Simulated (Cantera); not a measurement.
**Stirred combustor or abatement burner**

A perfectly stirred reactor is fed with CH₄ : O₂ : N₂ : H₂O = 1 : 1.82 : 6.84 : 1 (molar parts), equivalence ratio 1.1, at 8.80 bar; it is adiabatic with a 425 K inlet, and is followed from long to short residence time, starting on the burning branch (τ in s: 0.31, 0.15, 0.068, 0.032, 0.015, 0.0071, 0.0034, 0.0016, 0.00074, 0.00035, 0.00016, 7.8e-05).

Cantera simulation using GRI-Mech 3.0 (53 species, 325 reactions); the numbers are that mechanism's predictions, not measurements.

| τ (s) | T (K) | x CH₄ | x O₂ | x H₂O | x CH₂O | x C₂H₂ | x C₂H₆ |
|---|---|---|---|---|---|---|---|
| 0.31 | 2135 | 7.04e-6 | 4.86e-5 | 0.262 | 2.24e-7 | 1.26e-8 | 4.49e-11 |
| 0.15 | 2135 | 1.24e-5 | 7.16e-5 | 0.262 | 4.26e-7 | 3.95e-8 | 1.54e-10 |
| 0.068 | 2133 | 2.13e-5 | 0.000117 | 0.262 | 8.21e-7 | 1.18e-7 | 5.26e-10 |
| 0.032 | 2132 | 3.31e-5 | 0.000194 | 0.262 | 1.47e-6 | 2.84e-7 | 1.50e-9 |
| 0.015 | 2129 | 4.85e-5 | 0.000325 | 0.262 | 2.54e-6 | 5.96e-7 | 3.87e-9 |
| 0.0071 | 2124 | 6.83e-5 | 0.000538 | 0.261 | 4.23e-6 | 1.12e-6 | 9.08e-9 |
| 0.0034 | 2118 | 9.57e-5 | 0.000879 | 0.261 | 6.89e-6 | 1.96e-6 | 2.01e-8 |
| 0.0016 | 2108 | 0.000139 | 0.00144 | 0.260 | 1.13e-5 | 3.46e-6 | 4.55e-8 |
| 0.00074 | 2093 | 0.000216 | 0.00239 | 0.259 | 1.92e-5 | 6.53e-6 | 1.12e-7 |
| 0.00035 | 2072 | 0.000365 | 0.00397 | 0.257 | 3.32e-5 | 1.38e-5 | 3.14e-7 |
| 0.00016 | 2031 | 0.000792 | 0.00737 | 0.255 | 6.70e-5 | 4.33e-5 | 1.49e-6 |
| 7.8e-5 | 425 | 0.0938 | 0.171 | 0.0938 | <1e-12 | <1e-12 | <1e-12 |
x: mole fraction; the columns are a selection and need not sum to one.
